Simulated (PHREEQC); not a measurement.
Consider water at 25 °C with 0.0012 mol NaHS, 0.23 mol HCl and 0.00013 mol ZnCl2 per kg of water. Closed to the air; pH follows from the charge balance.

The numbers come from PHREEQC with the ion-association model, phreeqc.dat.

Each row changes one thing in this solution. This is a speciation only: nothing precipitates in the calculation.

```csv
case,pH,ionic strength (mol/kgw),HS- (mol/kgw),SI of Halite (NaCl)
as made,0.74,0.230,1.15e-9,-5.41
temperature from 25 to 35 °C,0.74,0.230,1.52e-9,-5.42
0.33 mol/kgw HF added,0.73,0.234,[?],-5.41
0.0029 mol/kgw NaOH added,0.75,0.230,[?],-4.88
temperature from 25 to 80 °C,0.75,0.230,3.07e-9,-5.48
ZnCl2 from 0.00013 to 0.000117 mol/kgw,0.74,0.230,1.15e-9,-5.41
ZnCl2 left out,0.74,0.230,1.15e-9,-5.41
temperature from 25 to 30 °C,0.74,0.230,[?],-5.42
```

Task: What belongs in the gaps?

Result: 
- 0.33 mol/kgw HF added, HS- (mol/kgw): 1.13e-9
- 0.0029 mol/kgw NaOH added, HS- (mol/kgw): 1.16e-9
- temperature from 25 to 30 °C, HS- (mol/kgw): 1.33e-9

At this temperature some constants are extrapolated from 25 °C, and those without enthalpy data are left unchanged.
